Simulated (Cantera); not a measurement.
SiH2Cl2 + N2O + N2 (silicon oxide and oxynitride deposition)

Charge: 1 mol SiH2Cl2, a varied amount of N2O, 9.4 mol N2, at 2098 K and 1.00 bar.

Cantera equilibrium calculation (NASA polynomials, part measured and part estimated; ideal gas, pure solids and liquids). Candidate condensed phases: H2O, NH4Cl, Si, SiO2, Si2N2O, Si3N4; 47 gas species. The tables' values for SiCl3, SiCl are old estimates; treat these amounts as uncertain. The tables hold silica as quartz up to 1696 K and as liquid above; real silica turns to tridymite and cristobalite and melts near 1996 K. Gases not in the tables: Si(OH)4. Kinetics and transport are ignored.

```
n(N2O) (mol)   x N2      x O2   x HCl    x SiO     x Cl     x H2O     x H2   x SiCl2  n SiO2(l)
------------  -----  --------  ------  -------  -------  --------  -------  --------  ---------
1             0.795  1.22e-11   0.123   0.0515  0.00231   8.72e-5   0.0146    0.0104      0.162
1.4           0.818  3.56e-11   0.131   0.0302  0.00300  0.000100  0.00984   0.00602      0.500
1.9           0.843   1.02e-9   0.141  0.00563  0.00531  0.000199  0.00363  0.000658      0.911
2.5           0.834   0.00913   0.112  1.89e-6   0.0273    0.0140  8.56e-5   1.95e-9      1.000
3.4           0.817    0.0343  0.0956  9.73e-7   0.0307    0.0158  4.97e-5  6.55e-10      1.000
4.7           0.799    0.0654  0.0812  7.05e-7   0.0307    0.0157  3.59e-5  3.44e-10      1.000
6.3           0.782    0.0959  0.0689  5.82e-7   0.0294    0.0150  2.83e-5  2.15e-10      1.000
8.6           0.763     0.129  0.0566  5.02e-7   0.0271    0.0137  2.24e-5  1.36e-10      1.000
12            0.745     0.164  0.0446  4.46e-7   0.0242    0.0121  1.75e-5  8.51e-11      1.000
16            0.730     0.192  0.0355  4.12e-7   0.0214    0.0106  1.42e-5  5.68e-11      1.000
```
x: gas mole fraction; n: condensed amount in mol.

From 1 mol N2O to 16 mol N2O the condensed part is SiO2(l).
